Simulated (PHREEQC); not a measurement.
A solution holds 0.3 mol/kgw NaHF2 and 0.0001 mol/kgw ZnSO4, at 25 °C and 10 atm. Closed to the air; pH follows from the charge balance.

Equilibrium calculation in PHREEQC: ion-association model, phreeqc.dat.

The ionic strength comes out as 0.289 mol/kgw. What activity coefficients do H+, ZnF+, HSO4-, NaSO4-, SO4-2 get?

H+ 0.78, ZnF+ 0.73, HSO4- 0.73, NaSO4- 0.72, SO4-2 0.25.

No solid was allowed to form.
